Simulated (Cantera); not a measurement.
Feed: 1 mol CCl4, 0.08 mol CH4, equilibrated at 725 K and 0.285 Torr.

Cantera equilibrium calculation (NASA polynomials, part measured and part estimated; ideal gas, pure solids and liquids). Candidate condensed phases: C, C6H6, C7H8, C8H18; 91 gas species. Gases not in the tables: chlorinated aromatics. Equilibrium is a limit: real reactors are often held back by kinetics, nucleation or transport.

Base state: Cl2 0.852, HCl 0.148, CCl4 0.000118, Cl 6.49e-5 (mole fractions); condensed: C(graphite).

What changes in the equilibrium state with this change: CH4 from 0.08 to 0.15 mol?


```tsv
species	before	after
Cl2	0.852	0.739
HCl	0.148	0.261
CCl4	0.000118	8.89e-5
Cl	6.49e-5	6.05e-5
C(graphite), mol	1.08	1.15
```
